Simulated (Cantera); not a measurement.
Charge: 1 mol CuF₂, 0.42 mol H₂O, 480 mol N₂, held at 1000 K and 750 Torr.

Cantera equilibrium calculation (NASA polynomials, part measured and part estimated; ideal gas, pure solids and liquids). Candidate condensed phases: Cu, CuF₂, CuO, Cu(OH)₂, Cu₂O, H₂O; 45 gas species. The numbers say what is thermodynamically allowed, not how fast it happens.

Base state: N₂ 0.998, HF 0.00175, O₂ 0.000129, CuF₂ 1.20e-5 (mole fractions); condensed: CuF₂(s) + CuO(s) + Cu₂O(s).

What changes in the equilibrium state with this change: pressure from 750 Torr to 10.0 Torr?


```tsv
species	before	after
N₂	0.998	0.997
HF	0.00175	0.00174
CuF₂	1.20e-5	0.000900
CuF	2.25e-6	0.000267
O₂	0.000129	0.000251
CuF₂(s), mol	0.574	0.0823
CuO(s), mol	0.172	0
Cu₂O(s), mol	0.124	0.178
```

What changes in the equilibrium state with this change: pressure from 750 Torr to 173 Torr?


```json
[
 {"species": "N₂", "before": "0.998", "after": "0.998"},
 {"species": "HF", "before": "0.00175", "after": "0.00175"},
 {"species": "O₂", "before": "0.000129", "after": "0.000219"},
 {"species": "CuF₂", "before": "1.20e-5", "after": "5.22e-5"},
 {"species": "CuF", "before": "2.25e-6", "after": "1.10e-5"},
 {"species": "CuF₂(s), mol", "before": "0.574", "after": "0.552"},
 {"species": "CuO(s), mol", "before": "0.172", "after": "0"},
 {"species": "Cu₂O(s), mol", "before": "0.124", "after": "0.209"}
]
```
